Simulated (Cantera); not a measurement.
A perfectly stirred reactor is fed with 41.4 % CO, 1.61 % H₂, 12.0 % O₂, 45.1 % N₂, equivalence ratio 1.8, at 4.93 atm; it is adiabatic with a 575 K inlet, and is followed from long to short residence time, starting on the burning branch (τ in s: 0.35, 0.11, 0.037, 0.012, 0.004, 0.0013, 0.00042, 0.00014, 4.5e-05, 1.5e-05).

Detailed kinetics in Cantera: GRI-Mech 3.0 (53 species, 325 reactions). The hydrogen kinetics of GRI-Mech 3.0 are dated; newer H2 mechanisms differ, most at raised pressure.

**Question.** Predict: blow-out, bracketed by the residence times tried; x(CO) at τ = 0.350 s; x(H₂) at τ = 0.350 s; x(O₂) at τ = 0.350 s; x(CO₂) at τ = 0.350 s; x(N₂O) at τ = 0.350 s; x(CO) at τ = 1.30 ms; x(H₂) at τ = 1.30 ms; x(O₂) at τ = 1.30 ms; x(CO₂) at τ = 1.30 ms; x(N₂O) at τ = 1.30 ms.

**Answer.** 
```
Property                                                                       Value
------------------------------------------------  ----------------------------------
blow-out, bracketed by the residence times tried  burning at 45.0 µs, out at 15.0 µs
x(CO) at τ = 0.350 s                                                           0.215
x(H₂) at τ = 0.350 s                                                         0.00219
x(O₂) at τ = 0.350 s                                                        0.000252
x(CO₂) at τ = 0.350 s                                                          0.254
x(N₂O) at τ = 0.350 s                                                        5.85e-8
x(CO) at τ = 1.30 ms                                                           0.224
x(H₂) at τ = 1.30 ms                                                         0.00218
x(O₂) at τ = 1.30 ms                                                         0.00453
x(CO₂) at τ = 1.30 ms                                                          0.242
x(N₂O) at τ = 1.30 ms                                                        2.95e-7
```
